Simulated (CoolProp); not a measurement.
Oxygen at 293.15 K and 8.79 MPa flows at 0.43 m/s in a round tube of 25 mm bore and 1.5 µm roughness, fully developed (64/Re and Nu = 3.66 if laminar; Colebrook and Gnielinski if turbulent). Each further row changes one setting.

Computed with CoolProp (reference Helmholtz-energy equation of state, Schmidt 1985).

```csv
case,Reynolds number,Darcy friction factor,pressure drop (Pa/m),heat-transfer coefficient (W/(m² K)),mass flow (kg/h)
as stated,58100,0.0204,9.17,155,92.2
velocity 0.86 m/s,116000,0.0178,31.9,270,184
diameter 50 mm,116000,0.0176,3.95,134,369
```

Viscosity comes from a separate model (Lemmon 2004). Thermal conductivity comes from a separate model (Lemmon 2004).
